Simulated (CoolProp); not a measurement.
Vapour-liquid equilibrium of R134a (1) + R245fa (2) at 0.00224 MPa; x and y are mole fractions of (1).

Computed with CoolProp (multi-fluid Helmholtz-energy mixture model, Tillner-Roth 1994 and Akasaka 2015; pair parameters Akasaka 2014).

| x | bubble temperature (K) | y at the bubble point | dew temperature at overall composition x (K) | liquid density (mol/L) |
|---|---|---|---|---|
| 0.05 | 214.2 | 0.391 | 219.2 | 11.66 |
| 0.125 | 208.3 | 0.659 | 218.2 | 11.96 |
| 0.2 | 204.2 | 0.784 | 217.2 | 12.24 |
| 0.275 | 201.1 | 0.854 | 216.1 | 12.50 |
| 0.35 | 198.6 | 0.897 | 214.9 | 12.75 |
| 0.425 | 196.6 | 0.925 | 213.6 | 13.01 |
| 0.5 | 194.8 | 0.945 | 212.1 | 13.26 |
| 0.575 | 193.3 | 0.960 | 210.5 | 13.52 |
| 0.65 | 192.0 | 0.971 | 208.6 | 13.78 |
| 0.725 | 190.8 | 0.980 | 206.3 | 14.05 |
| 0.8 | 189.8 | 0.987 | 203.6 | 14.33 |
| 0.875 | 188.8 | 0.993 | 199.9 | 14.62 |
| 0.95 | 187.9 | 0.997 | 194.4 | 14.92 |

No azeotrope shows between x = 0.05 and 0.95.

The pair parameters rest on a limited set of measurements; away from them the model extrapolates.
